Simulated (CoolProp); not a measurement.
Properties of isohexane at several states.

The numbers come from the reference Helmholtz-energy equation of state, Lemmon 2006 in CoolProp. It is a short technical equation, of lower accuracy than the large ones.

```
T (K)  p (MPa)          phase  cp (kJ/(kg K))  Joule-Thomson coefficient (K/MPa)
-----  -------  -------------  --------------  ---------------------------------
449.5     16.5         liquid             [?]                            -0.1356
248.1    0.227         liquid             [?]                                [?]
418.3    0.138            gas           2.236                                [?]
526.6     9.25  supercritical           3.397                                [?]
132.6     10.2         liquid             [?]                                [?]
```

Task: What belongs in the gaps?

Result: 
- 449.5, cp (kJ/(kg K)): 2.876
- 248.1, cp (kJ/(kg K)): 2.012
- 248.1, Joule-Thomson coefficient (K/MPa): -0.4943
- 418.3, Joule-Thomson coefficient (K/MPa): 13.54
- 526.6, Joule-Thomson coefficient (K/MPa): 0.7958
- 132.6, cp (kJ/(kg K)): 1.757
- 132.6, Joule-Thomson coefficient (K/MPa): -0.6031
